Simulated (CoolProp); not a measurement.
Saturation properties of CF4 (R14).

Model: reference Helmholtz-energy equation of state, Platzer 1990, in CoolProp. This equation is an older, rougher fit; its heat capacities, sound speeds and derivatives of the liquid may be far off and weren't checked against measurements.

```tsv
T (°C)	p (kPa)	liquid density (kg/m³)	vapour density (kg/m³)	liquid viscosity (µPa s)	liquid conductivity (mW/(m K))
-138.85	44.19	1660	3.548	289	104
-131.25	80.40	1620	___	248	97.9
-123.55	137.5	___	10.18	215	92.1
-115.85	221.9	1536	15.94	189	86.4
-108.25	339.1	1492	23.83	167	80.7
-100.55	500.2	___	34.66	149	74.9
-92.85	712.3	1395	49.15	133	69.2
-85.25	980.6	1341	68.11	118	63.6
-77.55	1322	1281	93.66	105	57.8
```

Task: Some entries are withheld; supply them.

Result: 
- -131.25, vapour density (kg/m³): 6.178
- -123.55, liquid density (kg/m³): 1579
- -100.55, liquid density (kg/m³): 1445

It boils at -128.0 °C under 1 atm.

Viscosity comes from a separate model (Huber 2003), an estimate that may be off by 10 % or more. Thermal conductivity comes from a separate model (Huber 2003), an estimate that may be off by 10 % or more.
